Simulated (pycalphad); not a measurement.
CALPHAD calculation (pycalphad, COST 507 light-alloy database (1999)), 1 atm. The database dates from 1999; later assessments differ in places, in temperatures and in the compounds included. Amounts are mole fractions of atoms.

Question: Give the equilibrium state of Al-7.289C (wt.%) at 1352 °C.

Answer: LIQUID, fraction 0.651, with 0.03 C wt.%; AL4C3, fraction 0.349, with 25.0 C wt.%.

Question: Give the equilibrium state of Al-7.289C (wt.%) at 602 °C.

Answer: FCC_A1, fraction 0.650, with <0.01 C wt.%; AL4C3, fraction 0.350, with 25.0 C wt.%.

Database names, with the compositions (at.%) that they take in these runs: AL4C3: Al 57 C 43. FCC_A1 is fcc.
